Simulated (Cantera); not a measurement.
## Thermodynamics of carbothermic reduction, feed SiO₂ + C + H₂ + CH₄

Feed: 1 mol SiO₂, 2.2 mol C, 2.3 mol H₂, 2.3 mol CH₄, equilibrated at 1402 °C.

These are equilibrium values from Cantera (NASA tables, ideal gas, pure condensed phases), not measurements of a reactor. Candidate condensed phases: C, C₆H₆, C₇H₈, C₈H₁₈, H₂O, Si, SiC, SiO₂; 123 gas species. Mutual solubility and eutectic melting of coexisting phases are not modelled. The tables hold silica as quartz up to 1696 K and as liquid above; real silica turns to tridymite and cristobalite and melts near 1996 K. The numbers say what is thermodynamically allowed, not how fast it happens.

From 10.0 Pa to 0.560 bar the condensed part is C(graphite) + SiC(s). From 2.40 bar to 10.0 bar the condensed part is C(graphite) + SiC(s) + SiO₂(β-quartz). The main Si-bearing gas is SiO throughout.

```csv
P (Pa),x H₂,x CO,x CH₄,x H,x SiO,x H₂O,n C(graphite),n SiC(s),n SiO₂(β-quartz)
10,0.766,0.223,7.07e-8,0.0102,0.000840,9.49e-9,1.51,0.992,0
42,0.771,0.223,3.01e-7,0.00497,0.000842,4.02e-8,1.51,0.992,0
180,0.773,0.224,1.30e-6,0.00241,0.000843,1.73e-7,1.51,0.992,0
750,0.774,0.224,5.42e-6,0.00118,0.000844,7.22e-7,1.51,0.992,0
3200,0.775,0.224,2.31e-5,0.000571,0.000844,3.08e-6,1.51,0.992,0
13000,0.775,0.224,9.40e-5,0.000283,0.000844,1.25e-5,1.51,0.992,0
56000,0.775,0.224,0.000405,0.000137,0.000844,5.40e-5,1.51,0.992,0
240000,0.883,0.114,0.00225,7.04e-5,0.000430,0.000134,3.15,0.442,0.555
1000000,0.961,0.0274,0.0111,3.60e-5,0.000103,0.000146,4.13,0.0961,0.903
```
x: gas mole fraction; n: condensed amount in mol.
